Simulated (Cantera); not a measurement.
Charge: 1 mol Si, 3.8 mol F₂, a varied amount of N₂, held at 1675 K and 1000 Pa.

Equilibrium computed with Cantera from the NASA thermochemical tables; the gas is ideal and each condensed phase is pure. Candidate condensed phases: Si, Si₃N₄; 16 gas species. The numbers say what is thermodynamically allowed, not how fast it happens.

x: gas mole fraction; nothing condenses.

```csv
n(N₂) (mol),x N₂,x F,x SiF₄,x F₂,x NF
11,0.705,0.231,0.0641,1.76e-5,(withheld)
13,0.739,0.205,0.0568,1.39e-5,(withheld)
16,0.777,0.175,0.0485,1.01e-5,(withheld)
19,0.805,0.153,0.0424,7.70e-6,(withheld)
23,0.833,0.130,0.0362,5.63e-6,(withheld)
28,0.859,0.110,0.0307,4.04e-6,(withheld)
34,0.881,0.0933,0.0259,2.88e-6,(withheld)
41,0.899,0.0789,0.0219,2.06e-6,(withheld)
50,0.916,0.0659,0.0183,1.44e-6,(withheld)
60,0.929,0.0557,0.0155,1.03e-6,(withheld)
72,0.940,0.0470,0.0131,7.31e-7,(withheld)
87,0.950,0.0393,0.0109,5.12e-7,(withheld)
```

Problem. Complete the blanks.

Solution. 
- 11, x NF: 1.39e-9
- 13, x NF: 1.26e-9
- 16, x NF: 1.11e-9
- 19, x NF: 9.85e-10
- 23, x NF: 8.57e-10
- 28, x NF: 7.36e-10
- 34, x NF: 6.30e-10
- 41, x NF: 5.39e-10
- 50, x NF: 4.54e-10
- 60, x NF: 3.86e-10
- 72, x NF: 3.28e-10
- 87, x NF: 2.76e-10
